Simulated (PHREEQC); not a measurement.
# Phosphoric acid bath (model solution)

A solution holds 0.015 mol/kgw H3PO4, at 20 °C. Closed to the air; pH follows from the charge balance.

Equilibrium calculation in PHREEQC: ion-association model, phreeqc.dat.

This is a speciation only: nothing precipitates in the calculation.

Q: What pH, ionic strength does the model give?

A: pH 2.14; ionic strength 0.00784 mol/kgw.

Q: In which forms is P present?

A: H2PO4- 52 %, H3PO4 48 % of the P.

Species that the database lacks are ignored.
